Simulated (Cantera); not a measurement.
Input: 1 mol C2H5OH, 0.32 mol O2, 0.75 mol N2, held at 1823.15 K and 133 Pa.

Method: chemical equilibrium by Gibbs-energy minimisation in Cantera with the NASA 1993 tables (ideal gas, pure condensed phases). Candidate condensed phases: C, C6H6, C7H8, C8H18, H2O; 136 gas species. Rates play no part.

### Question
What is the equilibrium state?

### Answer
```json
{
  "x(H2)": "0.549",
  "x(CO)": "0.303",
  "x(N2)": "0.138",
  "x(H)": "0.00880",
  "x(HCN)": "0.00189",
  "x(C2H2 (acetylene))": "0.000116",
  "x(HNC)": "7.53e-5",
  "n(C(graphite))": "0.348 mol",
  "gas_amount": "5.414 mol"
}
```
